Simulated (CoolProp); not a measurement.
Saturation properties of methane.

Model: reference Helmholtz-energy equation of state, Setzmann 1991, in CoolProp.

```json
[
 {"T (°C)": "-145.85", "p (bar)": "3.113", "liquid density (kg/m³)": "398.4", "enthalpy of vaporisation (kJ/kg)": "478.5", "liquid cp (kJ/(kg K))": "3.625", "surface tension (mN/m)": "9.91", "liquid viscosity (µPa s)": "85.3"},
 {"T (°C)": "-143.35", "p (bar)": "3.629", "liquid density (kg/m³)": "394.4", "enthalpy of vaporisation (kJ/kg)": "472.5", "liquid cp (kJ/(kg K))": "3.655", "surface tension (mN/m)": "9.44", "liquid viscosity (µPa s)": "81.5"},
 {"T (°C)": "-140.85", "p (bar)": "4.207", "liquid density (kg/m³)": "390.2", "enthalpy of vaporisation (kJ/kg)": "466.3", "liquid cp (kJ/(kg K))": "3.689", "surface tension (mN/m)": "8.98", "liquid viscosity (µPa s)": "77.9"},
 {"T (°C)": "-138.35", "p (bar)": "4.849", "liquid density (kg/m³)": "386.0", "enthalpy of vaporisation (kJ/kg)": "459.7", "liquid cp (kJ/(kg K))": "3.725", "surface tension (mN/m)": "8.51", "liquid viscosity (µPa s)": "74.5"},
 {"T (°C)": "-135.85", "p (bar)": "5.561", "liquid density (kg/m³)": "381.7", "enthalpy of vaporisation (kJ/kg)": "452.9", "liquid cp (kJ/(kg K))": "3.765", "surface tension (mN/m)": "8.05", "liquid viscosity (µPa s)": "71.4"},
 {"T (°C)": "-133.45", "p (bar)": "6.313", "liquid density (kg/m³)": "377.4", "enthalpy of vaporisation (kJ/kg)": "446.0", "liquid cp (kJ/(kg K))": "3.807", "surface tension (mN/m)": "7.62", "liquid viscosity (µPa s)": "68.5"},
 {"T (°C)": "-130.95", "p (bar)": "7.172", "liquid density (kg/m³)": "372.9", "enthalpy of vaporisation (kJ/kg)": "438.5", "liquid cp (kJ/(kg K))": "3.856", "surface tension (mN/m)": "7.16", "liquid viscosity (µPa s)": "65.6"},
 {"T (°C)": "-128.45", "p (bar)": "8.114", "liquid density (kg/m³)": "368.2", "enthalpy of vaporisation (kJ/kg)": "430.6", "liquid cp (kJ/(kg K))": "3.910", "surface tension (mN/m)": "6.72", "liquid viscosity (µPa s)": "62.8"},
 {"T (°C)": "-125.95", "p (bar)": "9.141", "liquid density (kg/m³)": "363.4", "enthalpy of vaporisation (kJ/kg)": "422.4", "liquid cp (kJ/(kg K))": "3.971", "surface tension (mN/m)": "6.27", "liquid viscosity (µPa s)": "60.2"},
 {"T (°C)": "-123.45", "p (bar)": "10.26", "liquid density (kg/m³)": "358.5", "enthalpy of vaporisation (kJ/kg)": "413.7", "liquid cp (kJ/(kg K))": "4.039", "surface tension (mN/m)": "5.84", "liquid viscosity (µPa s)": "57.7"},
 {"T (°C)": "-120.95", "p (bar)": "11.47", "liquid density (kg/m³)": "353.4", "enthalpy of vaporisation (kJ/kg)": "404.5", "liquid cp (kJ/(kg K))": "4.116", "surface tension (mN/m)": "5.41", "liquid viscosity (µPa s)": "55.2"},
 {"T (°C)": "-118.45", "p (bar)": "12.79", "liquid density (kg/m³)": "348.2", "enthalpy of vaporisation (kJ/kg)": "394.8", "liquid cp (kJ/(kg K))": "4.203", "surface tension (mN/m)": "4.98", "liquid viscosity (µPa s)": "52.9"},
 {"T (°C)": "-115.95", "p (bar)": "14.20", "liquid density (kg/m³)": "342.7", "enthalpy of vaporisation (kJ/kg)": "384.5", "liquid cp (kJ/(kg K))": "4.304", "surface tension (mN/m)": "4.56", "liquid viscosity (µPa s)": "50.6"},
 {"T (°C)": "-113.45", "p (bar)": "15.73", "liquid density (kg/m³)": "337.0", "enthalpy of vaporisation (kJ/kg)": "373.6", "liquid cp (kJ/(kg K))": "4.420", "surface tension (mN/m)": "4.15", "liquid viscosity (µPa s)": "48.4"},
 {"T (°C)": "-110.95", "p (bar)": "17.37", "liquid density (kg/m³)": "331.1", "enthalpy of vaporisation (kJ/kg)": "362.0", "liquid cp (kJ/(kg K))": "4.557", "surface tension (mN/m)": "3.74", "liquid viscosity (µPa s)": "46.2"}
]
```

It boils at -161.5 °C under 1 atm.

Viscosity comes from a separate model (Quiñones-Cisneros 2006). Surface tension comes from a separate correlation (Mulero 2012).
